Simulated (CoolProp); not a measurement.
Properties of water along the isotherm 716.2 K (Tc = 647.1 K, pc = 22060 kPa, ω = 0.344).

Values from CoolProp's reference Helmholtz-energy equation of state, Wagner 2002.

```json
[
 {"p (kPa)": "3680", "phase": "gas", "Z": "0.9612", "cp (kJ/(kg K))": "2.295", "Joule-Thomson coefficient (K/MPa)": "6.163", "conductivity (mW/(m K))": "[?]", "fugacity coefficient": "0.9626"},
 {"p (kPa)": "7350", "phase": "gas", "Z": "0.9196", "cp (kJ/(kg K))": "2.552", "Joule-Thomson coefficient (K/MPa)": "6.049", "conductivity (mW/(m K))": "67.5", "fugacity coefficient": "0.9254"},
 {"p (kPa)": "11000", "phase": "gas", "Z": "0.8751", "cp (kJ/(kg K))": "2.878", "Joule-Thomson coefficient (K/MPa)": "5.882", "conductivity (mW/(m K))": "72.6", "fugacity coefficient": "0.8885"},
 {"p (kPa)": "14700", "phase": "gas", "Z": "0.8265", "cp (kJ/(kg K))": "3.306", "Joule-Thomson coefficient (K/MPa)": "[?]", "conductivity (mW/(m K))": "78.9", "fugacity coefficient": "0.8513"},
 {"p (kPa)": "18400", "phase": "gas", "Z": "0.7740", "cp (kJ/(kg K))": "3.871", "Joule-Thomson coefficient (K/MPa)": "5.389", "conductivity (mW/(m K))": "87.1", "fugacity coefficient": "[?]"},
 {"p (kPa)": "22100", "phase": "supercritical", "Z": "0.7171", "cp (kJ/(kg K))": "4.633", "Joule-Thomson coefficient (K/MPa)": "5.066", "conductivity (mW/(m K))": "98.1", "fugacity coefficient": "0.7773"},
 {"p (kPa)": "25700", "phase": "supercritical", "Z": "0.6573", "cp (kJ/(kg K))": "5.656", "Joule-Thomson coefficient (K/MPa)": "[?]", "conductivity (mW/(m K))": "113", "fugacity coefficient": "[?]"},
 {"p (kPa)": "29400", "phase": "supercritical", "Z": "0.5910", "cp (kJ/(kg K))": "7.130", "Joule-Thomson coefficient (K/MPa)": "4.262", "conductivity (mW/(m K))": "135", "fugacity coefficient": "0.7051"},
 {"p (kPa)": "33100", "phase": "supercritical", "Z": "0.5213", "cp (kJ/(kg K))": "9.140", "Joule-Thomson coefficient (K/MPa)": "3.749", "conductivity (mW/(m K))": "167", "fugacity coefficient": "0.6691"}
]
```

Task: Fill in the missing entries.

Result: 
- 3680, conductivity (mW/(m K)): 63.2
- 14700, Joule-Thomson coefficient (K/MPa): 5.660
- 18400, fugacity coefficient: 0.8142
- 25700, Joule-Thomson coefficient (K/MPa): 4.700
- 25700, fugacity coefficient: 0.7416

Thermal conductivity comes from a separate model (Huber 2012).
